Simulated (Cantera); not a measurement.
Input (Python, Cantera):

```python
import numpy as np
import cantera as ct

gas = ct.Solution("gri30.yaml")
gas.TPX = 1375, 1200000, {'CH3OH': 1, 'O2': 1.72, 'N2': 6.48}
reactor = ct.IdealGasConstPressureReactor(gas, energy="on", clone=False)
net = ct.ReactorNet([reactor])
net.rtol, net.atol = 1e-08, 1e-16
show = ['CH3OH', 'O2', 'N2O', 'C2H6', 'H2', 'C2H2', 'CH4']
times = np.geomspace(3e-06, 6, 13)

steps = ct.SolutionArray(gas, extra=["t"])
rows = []
print(f"{'t/s':>10s}{'T/K':>9s}{'P/Pa':>11s}" + "".join(f"{s:>11s}" for s in show))
for t in times:
    while net.time < t:
        t_next = net.step()
        steps.append(gas.state, t=t_next)
    rows.append([np.interp(t, steps.t, y) for y in (steps.T, steps.P, *steps(*show).X.T)])
    print(f"{t:10.3e}{rows[-1][0]:9.1f}{rows[-1][1]:11.4g}" + "".join(f"{x:11.3e}" for x in rows[-1][2:]))
rate = np.gradient(steps.T, steps.t)
print("integrator steps:", len(steps.t))
if steps.T.max() > steps.T[0] + 200:
    print(f"time of steepest temperature rise: {steps.t[rate.argmax()]:.4e} s")
gas.TPX = 1375, 1200000, {'CH3OH': 1, 'O2': 1.72, 'N2': 6.48}
gas.equilibrate("HP")
print(f"equilibrium (HP): T = {gas.T:.1f} K  " + "  ".join(f"{s} {gas[s].X[0]:.3e}" for s in show))
```

Output:

```
       t/s      T/K       P/Pa      CH3OH         O2        N2O       C2H6         H2       C2H2        CH4
 3.000e-06   1375.0    1.2e+06  1.087e-01  1.869e-01  1.299e-11  1.025e-09  4.742e-06  4.986e-14  1.203e-06
 1.005e-05   1375.0    1.2e+06  1.086e-01  1.869e-01  1.569e-10  6.302e-09  1.857e-05  1.709e-13  5.761e-06
 3.367e-05   1375.3    1.2e+06  1.083e-01  1.867e-01  1.754e-09  1.852e-08  1.185e-04  6.251e-13  1.858e-05
 1.128e-04   2636.3    1.2e+06  4.062e-15  3.690e-02  1.453e-06  1.281e-27  1.010e-02  3.887e-18  8.481e-15
 3.780e-04   2774.9    1.2e+06  1.166e-15  2.800e-02  1.866e-06  1.294e-28  6.449e-03  2.021e-18  4.084e-15
 1.266e-03   2766.7    1.2e+06  1.207e-15  2.578e-02  1.956e-06  1.419e-28  6.514e-03  2.060e-18  4.314e-15
 4.243e-03   2766.1    1.2e+06  1.210e-15  2.562e-02  1.965e-06  1.429e-28  6.519e-03  2.063e-18  4.332e-15
 1.421e-02   2766.1    1.2e+06  1.210e-15  2.562e-02  1.965e-06  1.429e-28  6.519e-03  2.063e-18  4.332e-15
 4.762e-02   2766.1    1.2e+06  1.210e-15  2.562e-02  1.965e-06  1.429e-28  6.519e-03  2.063e-18  4.332e-15
 1.595e-01   2766.1    1.2e+06  1.210e-15  2.562e-02  1.965e-06  1.429e-28  6.519e-03  2.063e-18  4.332e-15
 5.345e-01   2766.1    1.2e+06  1.210e-15  2.562e-02  1.965e-06  1.429e-28  6.519e-03  2.063e-18  4.332e-15
 1.791e+00   2766.1    1.2e+06  1.210e-15  2.562e-02  1.965e-06  1.429e-28  6.519e-03  2.063e-18  4.332e-15
 6.000e+00   2766.1    1.2e+06  1.210e-15  2.562e-02  1.965e-06  1.429e-28  6.519e-03  2.063e-18  4.332e-15
integrator steps: 1858
time of steepest temperature rise: 1.0980e-04 s
equilibrium (HP): T = 2766.1 K  CH3OH 1.263e-15  O2 2.562e-02  N2O 1.965e-06  C2H6 2.143e-28  H2 6.519e-03  C2H2 2.244e-18  CH4 5.593e-15
```

Cantera simulation using GRI-Mech 3.0 (53 species, 325 reactions); the numbers are that mechanism's predictions, not measurements. GRI-Mech 3.0 was tuned for natural gas; its chemistry of methanol as a main component is partial and can be far from experiment. The pressure lies above the range GRI-Mech 3.0 was tuned for (to about 10 atm).
